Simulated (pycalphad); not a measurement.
**Phase fractions of Si-2.315C (wt.%)**

Computed with pycalphad from the COST 507 light-alloy database (1999), at 1 atm. These are 1990s assessments: newer ones move some temperatures and phases. Amounts are mole fractions of atoms. Kinetics are ignored, which matters at the lower temperatures.

| T (°C) | liquid | CSI | diamond (Si) |
|---|---|---|---|
| 2327 | 0.932 | 0.068 | - |
| 2227 | 0.917 | 0.083 | - |
| 2127 | ? | ? | - |
| 2027 | 0.902 | 0.098 | - |
| 1927 | 0.899 | 0.101 | - |
| 1827 | 0.897 | 0.103 | - |
| 1727 | ? | ? | - |
| 1627 | 0.895 | 0.105 | - |
| 1527 | 0.895 | 0.105 | - |
| 1427 | 0.895 | 0.105 | - |
| 1327 | - | 0.105 | 0.895 |
| 1227 | - | 0.105 | 0.895 |
| 1127 | - | 0.105 | 0.895 |
| 1027 | - | 0.105 | 0.895 |
| 927 | - | 0.105 | 0.895 |
| 827 | - | 0.105 | 0.895 |
| 727 | - | 0.105 | 0.895 |
| 627 | - | 0.105 | 0.895 |
| 527 | - | 0.105 | 0.895 |
| 427 | - | 0.105 | 0.895 |
| 327 | - | 0.105 | 0.895 |
| 227 | - | 0.105 | 0.895 |

**Question.** What belongs in the gaps?

**Answer.** 
- 2127, liquid: 0.908
- 2127, CSI: 0.092
- 1727, liquid: 0.896
- 1727, CSI: 0.104

Database names, with the compositions (at.%) that they take in these runs: CSI: Si 50 C 50.
